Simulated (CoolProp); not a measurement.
n-perfluorobutane at several states: Z from the reference equation and from simpler models built on Tc = 386.3 K, pc = 23.22 bar, ω = 0.372; each cubic takes its own stable root.

Model: reference Helmholtz-energy equation of state, Gao 2022, in CoolProp.

```
T (K)  p (bar)   phase  reference
-----  -------  ------  ---------
173.8     14.7  liquid     0.1250
192.8       77  liquid     0.6063
155.9    0.248  liquid   0.002275
357.2      5.3     gas     0.8937
186.3    0.984  liquid   0.008002
```

Problem. How far does each simpler model (van der Waals, Redlich-Kwong, Soave-Redlich-Kwong, Peng-Robinson) lie from the reference over these 5 states: mean and median of the absolute difference, and the worst?

Solution. 
- van der Waals: mean 52.7 %, median 65.8 %, worst +68.8 % at 155.9 K and 0.248 bar
- Redlich-Kwong: mean 9.5 %, median 11.6 %, worst +13.3 % at 155.9 K and 0.248 bar
- Soave-Redlich-Kwong: mean 7.2 %, median 8.1 %, worst +10.8 % at 155.9 K and 0.248 bar
- Peng-Robinson: mean 2.7 %, median 2.8 %, worst -4.2 % at 192.8 K and 77 bar
